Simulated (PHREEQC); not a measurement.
# City or well water

Synthetic water in mg/L, 25 °C, pH 7.22, pe 12.3: Na 48.4; K 19.3; Ca 5.02; Mg 13.5; Cl 7.87; S(6) as SO4 44.3; Alkalinity as HCO3 171; Br 1.41; Si as SiO2 0.135; Cu(2) 4.98; Ba 1.45; Cd 5.3.

Valence states are taken as typed.

All values are PHREEQC results (ion-association model, wateq4f.dat), not measurements.

```yaml
ionic_strength: 0.00497 mol/kgw
charge_balance_error: 3.5 %
```

| species | molality | activity | log γ |
|---|---|---|---|
| HCO3- | 0.00264 | 0.00245 | -0.032 |
| Na+ | 0.00210 | 0.00195 | -0.033 |
| Mg+2 | 0.000515 | 0.000385 | -0.127 |
| K+ | 0.000493 | 0.000456 | -0.033 |
| SO4-2 | 0.000419 | 0.000312 | -0.129 |
| CO2 | 0.000331 | 0.000332 | 0.000 |
| Cl- | 0.000221 | 0.000205 | -0.033 |
| Ca+2 | 0.000117 | 8.69e-5 | -0.128 |
| CuCO3 | 4.21e-5 | 4.21e-5 | 0.000 |
| Cd+2 | 4.11e-5 | 3.04e-5 | -0.131 |
| MgSO4 | 2.81e-5 | 2.81e-5 | 0.000 |
| Cu(OH)2 | 2.36e-5 | 2.37e-5 | 0.000 |

Precipitation was switched off in this run. Examples of supersaturated solids here: Otavite, Malachite. Others may be too. Complexes and solids missing from the database can't appear. The database's constant for dissolved Cu(OH)2 is higher than later reviews accept.
